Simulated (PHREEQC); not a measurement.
Model water analysis in mg/L, 25 °C, pH 6.24, pe 11.8:

```json
[
 {"constituent": "Na", "mg/L": "10.9"},
 {"constituent": "K", "mg/L": "2.43"},
 {"constituent": "Ca", "mg/L": "10.7"},
 {"constituent": "Mg", "mg/L": "1.36"},
 {"constituent": "Cl", "mg/L": "26.7"},
 {"constituent": "S(6) as SO4", "mg/L": "10"},
 {"constituent": "Alkalinity as HCO3", "mg/L": "14.7"},
 {"constituent": "Cd", "mg/L": "0.0261"}
]
```

Valence states are taken as typed.

All values are PHREEQC results (ion-association model, wateq4f.dat), not measurements.

No solid was allowed to form.

Task: Order these Cd species by the share of Cd that they hold, largest first: Cd+2, CdHCO3+, CdSO4, CdCl+.

Result: Cd+2 (92 %), CdCl+ (5.5 %), CdSO4 (1.8 %), CdHCO3+ (0.59 %)

The pH is 6.24 and the ionic strength 0.00160 mol/kgw. Species that the database lacks are ignored.
